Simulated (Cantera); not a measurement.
What does this Cantera script print?

```python
import numpy as np
import cantera as ct

gas = ct.Solution("SiF4_NH3_mec.yaml", "gas")
gas.TPX = 1775, 66000, {'NH3': 1, 'H2': 0.31}
inlet = ct.Reservoir(gas, clone=True)

reactor = ct.IdealGasConstPressureReactor(gas, energy="off", clone=False)
exhaust = ct.Reservoir(gas, clone=True)
tau = [18, 3.4, 0.63, 0.12, 0.022, 0.0042, 0.0008, 0.00015][0]
for a, b in ((inlet, reactor), (reactor, exhaust)):
    ct.MassFlowController(a, b, mdot=lambda t: reactor.mass / tau)
net = ct.ReactorNet([reactor])
show = ['NH3', 'H2', 'N2H4', 'N2H2', 'N2', 'N']

rows = []
print(f"{'tau/s':>10s}{'T/K':>9s}" + "".join(f"{s:>11s}" for s in show))
for tau in [18, 3.4, 0.63, 0.12, 0.022, 0.0042, 0.0008, 0.00015]:
    net.initial_time = 0.0
    net.advance(30 * tau)
    before = gas.X
    net.advance(40 * tau)
    drift = np.max(np.abs(gas.X - before) / (gas.X + 1e-9))
    rows.append([gas.T, *gas[show].X, drift])
    print(f"{tau:10.3e}{gas.T:9.1f}" + "".join(f"{x:11.3e}" for x in gas[show].X))
```

It prints:

```
     tau/s      T/K        NH3         H2       N2H4       N2H2         N2          N
 1.800e+01   1775.0  5.278e-02  7.455e-01  4.415e-09  3.059e-08  2.014e-01  4.605e-08
 3.400e+00   1775.0  1.566e-01  6.712e-01  2.353e-08  1.525e-07  1.720e-01  6.278e-08
 6.300e-01   1775.0  4.006e-01  4.963e-01  8.910e-08  5.855e-07  1.028e-01  6.633e-08
 1.200e-01   1775.0  6.434e-01  3.224e-01  1.687e-07  1.210e-06  3.390e-02  6.037e-08
 2.200e-02   1775.0  7.378e-01  2.547e-01  1.999e-07  1.496e-06  7.127e-03  5.528e-08
 4.200e-03   1775.0  7.584e-01  2.400e-01  1.922e-07  1.437e-06  1.278e-03  4.883e-08
 8.000e-04   1775.0  7.625e-01  2.371e-01  1.267e-07  8.954e-07  1.463e-04  2.707e-08
 1.500e-04   1775.0  7.632e-01  2.367e-01  1.768e-08  1.011e-07  2.507e-06  1.608e-09
```

Model: the gas-phase N/H chemistry of the illustrative SiF4/NH3 mechanism in the Surface Chemkin manual (1991), integrated in Cantera. Walls and surfaces, which speed up NH3 decomposition in real reactors, are not modelled.
